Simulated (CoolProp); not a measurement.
The numbers come from the reference Helmholtz-energy equation of state, Thol 2016 in CoolProp.

Problem. For hexamethyldisiloxane (MM), give the phase and the cp (kJ/(kg K)), cv (kJ/(kg K)), speed of sound (m/s), Joule-Thomson coefficient (K/MPa) at 143.65 °C and 0.748 MPa; 143.65 °C and 1.42 MPa.

Solution. 
- 143.65 °C and 0.748 MPa: liquid; cp 2.25, cv 1.84, speed of sound 483, Joule-Thomson coefficient -0.0351
- 143.65 °C and 1.42 MPa: liquid; cp 2.24, cv 1.84, speed of sound 496, Joule-Thomson coefficient -0.0616
